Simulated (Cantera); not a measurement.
An isothermal, constant-pressure homogeneous reactor starts with 30.2 % CH4, 45.3 % H2O, 24.5 % H2, at 1350 K and 10.0 bar.

Detailed kinetics in Cantera: GRI-Mech 3.0 (53 species, 325 reactions).

Q: Predict: x(CH4) at 20.0 s; x(H2O) at 20.0 s; x(H2) at 20.0 s; x(CO) at 20.0 s; x(CH3) at 20.0 s; x(H) at 20.0 s.

A: 
```json
{
  "x(CH4) at 20.0 s": "0.276 (gas-phase equilibrium 0.00249)",
  "x(H2O) at 20.0 s": "0.436 (gas-phase equilibrium 0.0864)",
  "x(H2) at 20.0 s": "0.275 (gas-phase equilibrium 0.724)",
  "x(CO) at 20.0 s": "0.00323 (gas-phase equilibrium 0.176)",
  "x(CH3) at 20.0 s": "7.88e-6 (gas-phase equilibrium 4.41e-8)",
  "x(H) at 20.0 s": "3.96e-7 (gas-phase equilibrium 6.46e-7)"
}
```
